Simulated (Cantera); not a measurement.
A closed system holds: 1 mol SiHCl3, 2.9 mol HCl, 56 mol N2, equilibrated at 902 °C and 0.290 bar.

Cantera equilibrium calculation (NASA polynomials, part measured and part estimated; ideal gas, pure solids and liquids). Candidate condensed phases: NH4Cl, Si, Si3N4; 28 gas species. N2 is the only nitrogen source here; it is nearly inert below about 1500 K, so the nitride shown seldom forms there in practice. The tables' values for SiCl3 are old estimates; treat these amounts as uncertain. Rates play no part.

Base state: N2 0.930, HCl 0.0496, SiCl4 0.0121, H2 0.00766, SiCl3 0.000109, SiHCl3 4.38e-5 (mole fractions); condensed: Si3N4(s).

**Question.** What changes in the equilibrium state with this change: SiHCl3 replaced by SiH4?

**Answer.** 
```json
[
 {"species": "N2", "before": "0.930", "after": "0.919"},
 {"species": "HCl", "before": "0.0496", "after": "0.0463"},
 {"species": "H2", "before": "0.00766", "after": "0.0342"},
 {"species": "SiCl4", "before": "0.0121", "after": "0.000460"},
 {"species": "SiCl3", "before": "0.000109", "after": "9.46e-6"},
 {"species": "SiHCl3", "before": "4.38e-5", "after": "8.01e-6"},
 {"species": "Si3N4(s), mol", "before": "0.0890", "after": "0.324"}
]
```

**Question.** What changes in the equilibrium state with this change: HCl from 2.9 to 0.39 mol?

**Answer.** 
```json
[
 {"species": "N2", "before": "0.930", "after": "0.968"},
 {"species": "HCl", "before": "0.0496", "after": "0.0211"},
 {"species": "SiCl4", "before": "0.0121", "after": "0.00938"},
 {"species": "H2", "before": "0.00766", "after": "0.00154"},
 {"species": "SiHCl3", "before": "4.38e-5", "after": "1.62e-5"},
 {"species": "SiCl3", "before": "0.000109", "after": "8.99e-5"},
 {"species": "Si3N4(s), mol", "before": "0.0890", "after": "0.151"}
]
```

**Question.** What changes in the equilibrium state with this change: HCl from 2.9 to 0.82 mol?

**Answer.** 
```csv
species,before,after
N2,0.930,0.961
HCl,0.0496,0.0266
SiCl4,0.0121,0.00975
H2,0.00766,0.00241
SiHCl3,4.38e-5,2.09e-5
SiCl3,0.000109,9.27e-5
"Si3N4(s), mol",0.0890,0.143
```
